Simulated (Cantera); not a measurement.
Input (Python, Cantera) and output of one run.

```python
import numpy as np
import cantera as ct

gas_names = """
    N O2 N2O
""".split()
cond_names = """

""".split()


# ... load() reads the species with a 1 bar reference pressure and builds the phases ...
species = {s.name: s for s in load("nasa_gas.yaml", gas_names) + load("nasa_condensed.yaml", cond_names)}
# Each term lists the table entries of one substance; the one whose range holds T is used.
reactions = {
    '4 N(g) + O2(g) = 2 N2O(g)':
        [(-4, ['N']), (-1, ['O2']), (2, ['N2O'])],
}


def pick(names, T):
    return next(species[n] for n in names if species[n].thermo.min_temp <= T <= species[n].thermo.max_temp)


results = []
for label, terms in reactions.items():
    print(label)
    print("     T/K   dH/kJ  dS/(J/K)   dG/kJ   log10 K")
    for T in [500, 600, 700, 800, 900, 1000, 1100, 1200, 1300]:
        used = [(nu, pick(names, T)) for nu, names in terms]
        dH = sum(nu * s.thermo.h(T) for nu, s in used) / 1e6
        dS = sum(nu * s.thermo.s(T) for nu, s in used) / 1e3
        dG = dH - T * dS / 1e3
        logK = -dG * 1e6 / (ct.gas_constant * T * np.log(10))
        results.append((label, T, dH, dS, dG, logK, [s.name for _, s in used]))
        print(f"{T:8g} {dH:8.1f} {dS:8.1f} {dG:8.1f} {logK:8.2f}")
```

Result:

```
4 N(g) + O2(g) = 2 N2O(g)
     T/K   dH/kJ  dS/(J/K)   dG/kJ   log10 K
     500  -1733.2   -393.2  -1536.6   160.52
     600  -1735.2   -396.9  -1497.1   130.33
     700  -1736.9   -399.5  -1457.3   108.74
     800  -1738.2   -401.3  -1417.2    92.53
     900  -1739.3   -402.5  -1377.0    79.92
    1000  -1740.2   -403.4  -1336.7    69.82
    1100  -1740.8   -404.1  -1296.3    61.56
    1200  -1741.4   -404.6  -1255.9    54.67
    1300  -1741.8   -404.9  -1215.4    48.84
```

Cantera with NASA thermochemical tables; ideal gases at 1 bar, condensed phases pure. Condensed species are held in their standard states even where they would react or evaporate.
